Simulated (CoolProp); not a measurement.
Benzene along the isotherm 488.9 K: fugacity coefficient from the reference equation and from simpler models built on Tc = 562.0 K, pc = 49.06 bar, ω = 0.211; each cubic takes its own stable root.

The numbers come from the reference Helmholtz-energy equation of state, Thol 2012 in CoolProp.

```csv
p (bar),phase,reference,van der Waals,Redlich-Kwong,Soave-Redlich-Kwong,Peng-Robinson
7.67,gas,0.9160,0.9355,0.9216,0.9182,0.9120
15.3,gas,0.8324,0.8712,0.8445,0.8375,0.8263
23,liquid,0.6466,0.8052,0.7294,0.6600,0.6429
30.7,liquid,0.4958,0.6950,0.5619,0.5078,0.4931
38.3,liquid,0.4066,0.5782,0.4627,0.4177,0.4044
46,liquid,0.3464,0.4995,0.3958,0.3570,0.3446
53.7,liquid,0.3036,0.4437,0.3482,0.3138,0.3019
61.3,liquid,0.2720,0.4026,0.3130,0.2819,0.2705
69,liquid,0.2472,0.3705,0.2854,0.2568,0.2457
76.7,liquid,0.2274,0.3451,0.2635,0.2369,0.2260
84.3,liquid,0.2116,0.3248,0.2459,0.2209,0.2102
92,liquid,0.1982,0.3079,0.2311,0.2075,0.1968
99.7,liquid,0.1870,0.2939,0.2186,0.1962,0.1856
107,liquid,0.1780,0.2827,0.2086,0.1871,0.1766
115,liquid,0.1694,0.2723,0.1992,0.1785,0.1680
123,liquid,0.1621,0.2634,0.1910,0.1711,0.1606
```

At some of these states van der Waals gives the other phase, because its saturation line lies elsewhere.
